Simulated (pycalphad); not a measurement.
All values are pycalphad results on the COST 507 light-alloy database (1999) (1 atm), not direct measurements. The database dates from 1999; later assessments differ in places, in temperatures and in the compounds included. Kinetics are ignored, which matters at the lower temperatures.

Q: How does the equilibrium phase assembly of V-30.1Si (at.%) change on cooling from 2850 K to 525 K?

A: 
```tsv
T (K)	phases above	phases below
2236.0	LIQUID	LIQUID + SI3V5
2190.8	LIQUID + SI3V5	SI3V5 + SIV3
```
Changes were sought between steps of 75 K, so a narrower field can be missed.

Database names, with the compositions (at.%) that they take in these runs: SIV3: V 75 Si 25; SI3V5: V 62 Si 37.
